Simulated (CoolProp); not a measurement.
Model: reference Helmholtz-energy equation of state, de Reuck 1990, in CoolProp.

Problem. For fluorine, give the phase and the cp (kJ/(kg K)), cv (kJ/(kg K)), speed of sound (m/s) at 123.5 K and 18500 kPa; 285.3 K and 18500 kPa.

Solution. 
- 123.5 K and 18500 kPa: liquid; cp 1.53, cv 0.728, speed of sound 646
- 285.3 K and 18500 kPa: supercritical; cp 1.04, cv 0.632, speed of sound 320
